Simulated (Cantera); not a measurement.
**Hydrogen reduction and annealing atmospheres: ZrO2 + H2 + N2**

A closed system holds: 1 mol ZrO2, 62 mol H2, a varied amount of N2, at 1275 K and 1.00 bar.

Cantera equilibrium calculation (NASA polynomials, part measured and part estimated; ideal gas, pure solids and liquids). Candidate condensed phases: H2O, Zr, ZrN, ZrO2; 28 gas species. Mutual solubility and eutectic melting of coexisting phases are not modelled. ZrN: taken at fixed stoichiometry. Condensed phases not in the tables: solid solutions among these carbides, nitrides and lower oxides. The numbers say what is thermodynamically allowed, not how fast it happens.

From 0.48 mol N2 to 6.6 mol N2 the condensed part is ZrO2(monoclinic). From 7.8 mol N2 to 11 mol N2 the condensed part is ZrN(s) + ZrO2(monoclinic).

| n(N2) (mol) | x H2 | x N2 | x NH3 | x H2O | x H | n ZrO2(monoclinic) | n ZrN(s) |
|---|---|---|---|---|---|---|---|
| 0.48 | 0.992 | 0.00768 | 1.19e-5 | 1.64e-6 | 7.34e-7 | 1.000 | 0 |
| 1.7 | 0.973 | 0.0267 | 2.15e-5 | 2.20e-6 | 7.27e-7 | 1.000 | 0 |
| 2.9 | 0.955 | 0.0447 | 2.71e-5 | 2.46e-6 | 7.20e-7 | 1.000 | 0 |
| 4.1 | 0.938 | 0.0620 | 3.11e-5 | 2.62e-6 | 7.14e-7 | 1.000 | 0 |
| 5.4 | 0.920 | 0.0801 | 3.43e-5 | 2.74e-6 | 7.07e-7 | 1.000 | 0 |
| 6.6 | 0.904 | 0.0962 | 3.66e-5 | 2.82e-6 | 7.01e-7 | 1.000 | 0 |
| 7.8 | 0.888 | 0.112 | 3.84e-5 | 2.88e-6 | 6.95e-7 | 1.000 | 0.000100 |
| 9 | 0.873 | 0.127 | 3.99e-5 | 2.92e-6 | 6.89e-7 | 1.000 | 0.000104 |
| 10 | 0.861 | 0.139 | 4.09e-5 | 2.94e-6 | 6.84e-7 | 1.000 | 0.000106 |
| 11 | 0.849 | 0.151 | 4.17e-5 | 2.96e-6 | 6.79e-7 | 1.000 | 0.000108 |
x: gas mole fraction; n: condensed amount in mol.
